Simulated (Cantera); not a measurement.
Input (Python, Cantera) and output of one run.

```python
import numpy as np
import cantera as ct

gas_names = [...]  # 87 gases of nasa_gas.yaml made of C, H, Si
cond_names = """
    C(gr) C6H6(L) C7H8(L) C8H18(L),n-octa Si(cr) Si(L) SiC(b)
""".split()


# ... load() reads the species with a 1 bar reference pressure and builds the phases ...
atoms = {
    'SiH4': {'Si': 1, 'H': 4},
    'C2H2': {'C': 2, 'H': 2},
    'H2': {'H': 2},
}
top_T = {'C(gr)': 4500, 'SiC(b)': 3050}  # K; cautious upper limits of use, not melting points


# ... equilibrate(T, P, feed) seeds the gas with the atoms and calls Mixture.equilibrate('TP', solver="vcs", rtol=1e-11, max_steps=5000) ...
results = []
feed = {'SiH4': 1, 'C2H2': 0.22, 'H2': 460}  # mol
T = 2025  # K
P = 87000  # Pa
mix = equilibrate(T, P, feed)
results.append((T, P, feed, dict(zip(mix.species_names, mix.species_moles))))
print(gas.report(threshold=1e-05))
for i in range(1, mix.n_phases):
    print(f"{mix.phase(i).name:16s} {mix.phase_moles(i):12.5e} mol")
```

Output:

```
       temperature   2025 K
          pressure   87000 Pa
           density   0.010442 kg/m^3
  mean mol. weight   2.0208 kg/kmol
   phase of matter   gas

                          1 kg             1 kmol
                     ---------------   ---------------
          enthalpy        2.6889e+07        5.4336e+07  J
   internal energy        1.8557e+07        3.7499e+07  J
           entropy             94094        1.9014e+05  J/K
    Gibbs function       -1.6365e+08        -3.307e+08  J
 heat capacity c_p             16951             34255  J/K
 heat capacity c_v             12837             25940  J/K

                      mass frac. Y      mole frac. X     chem. pot. / RT
                     ---------------   ---------------   ---------------
               CH4        0.00016417        2.0679e-05           -44.927
                 H         0.0010281          0.002061           -9.8309
                H2           0.99532           0.99768           -19.662
                Si        0.00093001        6.6916e-05           -5.9569
               SiH        0.00057463        3.9913e-05           -15.788
              SiH2         0.0018158         0.0001219           -25.619
     [  +81 minor]        0.00016408        8.3088e-06

C(gr)             0.00000e+00 mol
Si(L)             4.64739e-01 mol
SiC(b)            4.26056e-01 mol
```

Equilibrium computed with Cantera from the NASA thermochemical tables; the gas is ideal and each condensed phase is pure. Mutual solubility and eutectic melting of coexisting phases are not modelled. Gases not in the tables: Si2H6 and higher silanes.
